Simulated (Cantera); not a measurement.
## Adiabatic ignition

An adiabatic, constant-pressure homogeneous reactor starts with 6.20 % CH4, 0.514 % C2H6, 15.8 % O2, 77.5 % N2, equivalence ratio 0.90, at 1723 K and 20.0 bar.

Detailed kinetics in Cantera: GRI-Mech 3.0 (53 species, 325 reactions). The pressure lies above the range GRI-Mech 3.0 was tuned for (to about 10 atm).

| t (s) | T (K) | x CH4 | x C2H6 | x O2 | x NO | x CH2CO |
|---|---|---|---|---|---|---|
| 7.00e-6 | 1826 | 0.0440 | 0.00210 | 0.140 | 3.79e-9 | 0.000540 |
| 2.56e-5 | 2892 | <1e-12 | <1e-12 | 0.0227 | 0.00144 | <1e-12 |
| 9.36e-5 | 2884 | <1e-12 | <1e-12 | 0.0208 | 0.00583 | <1e-12 |
| 0.000343 | 2875 | <1e-12 | <1e-12 | 0.0186 | 0.0111 | <1e-12 |
| 0.00125 | 2873 | <1e-12 | <1e-12 | 0.0183 | 0.0118 | <1e-12 |
| 0.00458 | 2873 | <1e-12 | <1e-12 | 0.0183 | 0.0118 | <1e-12 |
| 0.0168 | 2873 | <1e-12 | <1e-12 | 0.0183 | 0.0118 | <1e-12 |
| 0.0613 | 2873 | <1e-12 | <1e-12 | 0.0183 | 0.0118 | <1e-12 |
| 0.224 | 2873 | <1e-12 | <1e-12 | 0.0183 | 0.0118 | <1e-12 |
| 0.820 | 2873 | <1e-12 | <1e-12 | 0.0183 | 0.0118 | <1e-12 |
| 3.00 | 2873 | <1e-12 | <1e-12 | 0.0183 | 0.0118 | <1e-12 |
x: mole fraction; the columns are a selection and need not sum to one.

```
Quantity                                                           Value
---------------------------------  -------------------------------------
time of steepest temperature rise                                9.22 µs
temperature at 3.00 s                                             2873 K
equilibrium temperature                                           2873 K
x(CH4) at 3.00 s                   <1e-12 (gas-phase equilibrium <1e-12)
x(C2H6) at 3.00 s                  <1e-12 (gas-phase equilibrium <1e-12)
x(O2) at 3.00 s                    0.0183 (gas-phase equilibrium 0.0183)
```
